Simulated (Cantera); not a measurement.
Cantera run, input and output.

```python
import numpy as np
import cantera as ct

gas = ct.Solution("h2o2.yaml")
gas.TPX = 1300, 2666, {'H2': 0.0059, 'O2': 1}
inlet = ct.Reservoir(gas, clone=True)

reactor = ct.IdealGasConstPressureReactor(gas, energy="off", clone=False)
exhaust = ct.Reservoir(gas, clone=True)
tau = [0.32, 0.21, 0.14, 0.088, 0.057, 0.037, 0.024, 0.016, 0.01, 0.0066, 0.0043][0]
for a, b in ((inlet, reactor), (reactor, exhaust)):
    ct.MassFlowController(a, b, mdot=lambda t: reactor.mass / tau)
net = ct.ReactorNet([reactor])
show = ['H2', 'O2', 'H2O2', 'OH', 'H2O', 'HO2', 'O']

rows = []
print(f"{'tau/s':>10s}{'T/K':>9s}" + "".join(f"{s:>11s}" for s in show))
for tau in [0.32, 0.21, 0.14, 0.088, 0.057, 0.037, 0.024, 0.016, 0.01, 0.0066, 0.0043]:
    net.initial_time = 0.0
    net.advance(30 * tau)
    before = gas.X
    net.advance(40 * tau)
    drift = np.max(np.abs(gas.X - before) / (gas.X + 1e-9))
    rows.append([gas.T, *gas[show].X, drift])
    print(f"{tau:10.3e}{gas.T:9.1f}" + "".join(f"{x:11.3e}" for x in gas[show].X))
```

Output:

```
     tau/s      T/K         H2         O2       H2O2         OH        H2O        HO2          O
 3.200e-01   1300.0  3.173e-05  9.920e-01  1.341e-08  4.042e-04  5.627e-03  4.492e-07  1.939e-03
 2.100e-01   1300.0  4.092e-05  9.915e-01  1.459e-08  4.488e-04  5.589e-03  5.031e-07  2.335e-03
 1.400e-01   1300.0  5.278e-05  9.911e-01  1.576e-08  4.934e-04  5.548e-03  5.558e-07  2.734e-03
 8.800e-02   1300.0  7.166e-05  9.906e-01  1.720e-08  5.462e-04  5.494e-03  6.165e-07  3.184e-03
 5.700e-02   1300.0  9.699e-05  9.902e-01  1.873e-08  5.977e-04  5.433e-03  6.736e-07  3.565e-03
 3.700e-02   1300.0  1.333e-04  9.899e-01  2.057e-08  6.526e-04  5.360e-03  7.317e-07  3.879e-03
 2.400e-02   1300.0  1.862e-04  9.896e-01  2.288e-08  7.132e-04  5.268e-03  7.928e-07  4.109e-03
 1.600e-02   1300.0  2.576e-04  9.894e-01  2.561e-08  7.771e-04  5.156e-03  8.540e-07  4.238e-03
 1.000e-02   1300.0  3.790e-04  9.894e-01  2.958e-08  8.613e-04  4.983e-03  9.303e-07  4.278e-03
 6.600e-03   1300.0  5.357e-04  9.894e-01  3.381e-08  9.436e-04  4.778e-03  1.001e-06  4.213e-03
 4.300e-03   1300.0  7.663e-04  9.895e-01  3.868e-08  1.031e-03  4.497e-03  1.073e-06  4.042e-03
```

Cantera simulation using the H2/O2 subset of GRI-Mech 3.0, which has no nitrogen chemistry; the numbers are that mechanism's predictions, not measurements. Radical loss at walls, strong at low pressure, is not modelled.
